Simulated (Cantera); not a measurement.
A closed system holds: 1 mol Si, 1.2 mol N2O, 94 mol H2, equilibrated at 1800 K and 79.0 Pa.

Equilibrium computed with Cantera from the NASA thermochemical tables; the gas is ideal and each condensed phase is pure. Candidate condensed phases: H2O, Si, SiO2, Si2N2O, Si3N4; 35 gas species. Kinetics and transport are ignored.

Base state: H2 0.963, H 0.0125, N2 0.0124, SiO 0.0103, H2O 0.00206 (mole fractions); condensed: gas only.

Q: What changes in the equilibrium state with this change: N2O from 1.2 to 3.4 mol?

A: 
| species | before | after |
|---|---|---|
| H2 | 0.963 | 0.919 |
| N2 | 0.0124 | 0.0343 |
| H2O | 0.00206 | 0.0242 |
| H | 0.0125 | 0.0122 |
| SiO | 0.0103 | 0.0101 |
| OH | 1.77e-6 | 2.13e-5 |
